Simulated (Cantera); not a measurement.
An isothermal, constant-pressure homogeneous reactor starts with 1.09 % CH4, 98.9 % H2, at 1798 K and 20.0 Torr.

Detailed kinetics in Cantera: GRI-Mech 3.0 (53 species, 325 reactions). GRI-Mech 3.0 stops at C3 and has no aromatics, soot or wall deposition, so with more carbon than oxygen in the feed, carbon stays in small species such as C2H2 where larger ones or solid carbon would form. Radical loss at walls, strong at low pressure, is not modelled.

x: mole fraction; the columns are a selection and need not sum to one.

```csv
t (s),x CH4,x H2,x H,x C2H,x C2H4
0.000300,0.0109,0.989,1.16e-5,<1e-12,8.90e-11
0.000609,0.0109,0.989,…,<1e-12,6.71e-10
0.00123,0.0109,0.989,…,<1e-12,…
0.00250,0.0109,0.989,9.83e-5,<1e-12,4.06e-8
0.00508,0.0108,0.989,0.000199,<1e-12,2.93e-7
0.0103,0.0108,0.989,0.000401,4.59e-12,1.66e-6
0.0209,0.0107,0.988,0.000782,1.20e-10,5.60e-6
0.0424,0.0103,0.988,0.00136,1.67e-9,1.06e-5
0.0861,0.00924,0.988,0.00182,9.95e-9,1.19e-5
0.175,0.00740,0.989,0.00196,2.68e-8,8.93e-6
0.354,0.00517,0.990,0.00201,4.77e-8,5.70e-6
0.719,0.00315,0.991,0.00207,6.78e-8,3.87e-6
1.46,0.00172,0.992,0.00211,8.28e-8,3.27e-6
2.96,0.000888,0.992,0.00214,9.19e-8,3.19e-6
6.00,0.000450,0.992,0.00215,9.68e-8,3.23e-6
```

Question: What belongs in the gaps?

Answer: 
- 0.000609, x H: 2.37e-5
- 0.00123, x H: 4.84e-5
- 0.00123, x C2H4: 5.24e-9
